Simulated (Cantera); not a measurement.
**BF3 + O2 + H2 (boron, boron nitride and boron oxide)**

Feed: 1 mol BF3, 1.7 mol O2, 2.2 mol H2, held at 0.428 Torr.

These are equilibrium values from Cantera (NASA tables, ideal gas, pure condensed phases), not measurements of a reactor. Candidate condensed phases: B, B2O3, B3O3H3, H2O; 43 gas species. Gases not in the tables: H3BO3. The numbers say what is thermodynamically allowed, not how fast it happens.

```tsv
T (°C)	x HF	x H2O	x BOF	x O2	x BF3	x HBO2	x OH	x O	x H	x H2	n B2O3(l)
775	0.431	0.317	0.00875	0.146	0.0864	0.00161	2.96e-6	1.01e-8	3.54e-11	1.19e-8	0.240
875	0.453	0.283	0.0498	0.140	0.0586	0.00852	1.41e-5	1.24e-7	1.08e-9	1.30e-7	0.202
975	0.410	0.252	0.155	0.128	0.0235	0.0283	5.09e-5	9.99e-7	1.93e-8	9.78e-7	0
1075	0.436	0.229	0.174	0.126	0.00618	0.0288	0.000155	6.06e-6	2.24e-7	5.34e-6	0
1175	0.444	0.222	0.177	0.125	0.00159	0.0295	0.000415	2.89e-5	1.90e-6	2.42e-5	0
1275	0.447	0.219	0.177	0.125	0.000465	0.0303	0.000987	0.000113	1.23e-5	9.17e-5	0
1375	0.448	0.217	0.176	0.124	0.000157	0.0310	0.00211	0.000374	6.42e-5	0.000296	0
1475	0.448	0.214	0.175	0.123	5.97e-5	0.0315	0.00414	0.00108	0.000277	0.000836	0
1575	0.448	0.210	0.173	0.122	2.54e-5	0.0316	0.00749	0.00277	0.00102	0.00209	0
1675	0.446	0.202	0.172	0.120	1.19e-5	0.0310	0.0126	0.00644	0.00325	0.00471	0
1775	0.441	0.188	0.169	0.116	6.11e-6	0.0295	0.0197	0.0137	0.00914	0.00950	0
1875	0.430	0.166	0.165	0.111	3.43e-6	0.0265	0.0285	0.0269	0.0228	0.0170	0
```
x: gas mole fraction; n: condensed amount in mol.

From 775 °C to 875 °C the condensed part is B2O3(l). From 975 °C to 1875 °C nothing is condensed.
